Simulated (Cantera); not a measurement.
## Transport properties of process gases

Gas mixture: CO₂ = 0.17 (molar parts), at 43.5 Torr, frozen composition.

Cantera's kinetic-theory transport with the Lennard-Jones parameters of GRI-Mech 3.0, ideal gas; thermal conductivity in the multicomponent form.

```json
[
 {"T (K)": "400", "ρ (kg/m³)": "0.0767", "cp (J/kg/K)": "937.9", "μ (µPa s)": "19.8", "λ (mW/m/K)": "25.3", "Pr": "0.733", "D (cm²/s) O": "7.43", "D (cm²/s) H": "29.4", "D (cm²/s) H₂O": "5.00"},
 {"T (K)": "600", "ρ (kg/m³)": "0.0512", "cp (J/kg/K)": "1076", "μ (µPa s)": "27.9", "λ (mW/m/K)": "40.9", "Pr": "0.733", "D (cm²/s) O": "15.1", "D (cm²/s) H": "60.9", "D (cm²/s) H₂O": "11.0"},
 {"T (K)": "800", "ρ (kg/m³)": "0.0384", "cp (J/kg/K)": "1169", "μ (µPa s)": "34.8", "λ (mW/m/K)": "55.5", "Pr": "0.733", "D (cm²/s) O": "24.7", "D (cm²/s) H": "100", "D (cm²/s) H₂O": "19.0"},
 {"T (K)": "1000", "ρ (kg/m³)": "0.0307", "cp (J/kg/K)": "1234", "μ (µPa s)": "41.0", "λ (mW/m/K)": "69.2", "Pr": "0.732", "D (cm²/s) O": "35.9", "D (cm²/s) H": "147", "D (cm²/s) H₂O": "28.5"},
 {"T (K)": "1200", "ρ (kg/m³)": "0.0256", "cp (J/kg/K)": "1279", "μ (µPa s)": "46.6", "λ (mW/m/K)": "81.6", "Pr": "0.731", "D (cm²/s) O": "48.8", "D (cm²/s) H": "200", "D (cm²/s) H₂O": "39.6"},
 {"T (K)": "1400", "ρ (kg/m³)": "0.0219", "cp (J/kg/K)": "1313", "μ (µPa s)": "51.8", "λ (mW/m/K)": "93.3", "Pr": "0.729", "D (cm²/s) O": "63.1", "D (cm²/s) H": "260", "D (cm²/s) H₂O": "51.9"},
 {"T (K)": "1600", "ρ (kg/m³)": "0.0192", "cp (J/kg/K)": "1339", "μ (µPa s)": "56.7", "λ (mW/m/K)": "104", "Pr": "0.728", "D (cm²/s) O": "78.8", "D (cm²/s) H": "325", "D (cm²/s) H₂O": "65.5"}
]
```
D: mixture-averaged diffusion coefficient of that species in the mixture.
